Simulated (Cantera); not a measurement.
Input (Python, Cantera):

```python
import numpy as np
import cantera as ct

gas = ct.Solution("gri30.yaml")
gas.TPX = 1675, 160000, {'CH4': 1, 'O2': 3.03, 'N2': 13.6}
reactor = ct.IdealGasReactor(gas, energy="on", clone=False)
net = ct.ReactorNet([reactor])
net.rtol, net.atol = 1e-08, 1e-16
show = ['CH4', 'O2', 'H', 'N2O', 'HCN']
times = np.geomspace(1e-06, 5, 11)

steps = ct.SolutionArray(gas, extra=["t"])
rows = []
print(f"{'t/s':>10s}{'T/K':>9s}{'P/Pa':>11s}" + "".join(f"{s:>11s}" for s in show))
for t in times:
    while net.time < t:
        t_next = net.step()
        steps.append(gas.state, t=t_next)
    rows.append([np.interp(t, steps.t, y) for y in (steps.T, steps.P, *steps(*show).X.T)])
    print(f"{t:10.3e}{rows[-1][0]:9.1f}{rows[-1][1]:11.4g}" + "".join(f"{x:11.3e}" for x in rows[-1][2:]))
rate = np.gradient(steps.T, steps.t)
print("integrator steps:", len(steps.t))
if steps.T.max() > steps.T[0] + 200:
    print(f"time of steepest temperature rise: {steps.t[rate.argmax()]:.4e} s")
gas.TPX = 1675, 160000, {'CH4': 1, 'O2': 3.03, 'N2': 13.6}
gas.equilibrate("UV")
print(f"equilibrium (UV): T = {gas.T:.1f} K  " + "  ".join(f"{s} {gas[s].X[0]:.3e}" for s in show))
```

Result:

```
       t/s      T/K       P/Pa        CH4         O2          H        N2O        HCN
 1.000e-06   1675.0    1.6e+05  5.672e-02  1.719e-01  1.163e-07  2.064e-12  2.237e-17
 4.676e-06   1674.9    1.6e+05  5.671e-02  1.719e-01  1.302e-07  2.147e-11  6.887e-16
 2.187e-05   1674.8    1.6e+05  5.665e-02  1.718e-01  2.285e-07  3.160e-10  2.128e-14
 1.023e-04   1679.9  1.605e+05  5.483e-02  1.708e-01  4.412e-06  5.378e-09  4.560e-12
 4.782e-04   2776.9  2.707e+05  1.220e-16  5.726e-02  3.241e-03  1.362e-06  1.275e-10
 2.236e-03   2761.1  2.689e+05  1.203e-16  5.238e-02  3.049e-03  1.486e-06  2.283e-10
 1.046e-02   2759.4  2.687e+05  1.201e-16  5.184e-02  3.028e-03  1.508e-06  2.383e-10
 4.890e-02   2759.4  2.687e+05  1.201e-16  5.184e-02  3.028e-03  1.508e-06  2.383e-10
 2.287e-01   2759.4  2.687e+05  1.201e-16  5.184e-02  3.028e-03  1.508e-06  2.383e-10
 1.069e+00   2759.4  2.687e+05  1.201e-16  5.184e-02  3.028e-03  1.508e-06  2.383e-10
 5.000e+00   2759.4  2.687e+05  1.201e-16  5.184e-02  3.028e-03  1.508e-06  2.383e-10
integrator steps: 1736
time of steepest temperature rise: 1.7601e-04 s
equilibrium (UV): T = 2759.4 K  CH4 1.676e-16  O2 5.184e-02  H 3.028e-03  N2O 1.508e-06  HCN 2.383e-10
```

Computed with Cantera and GRI-Mech 3.0 (53 species, 325 reactions).
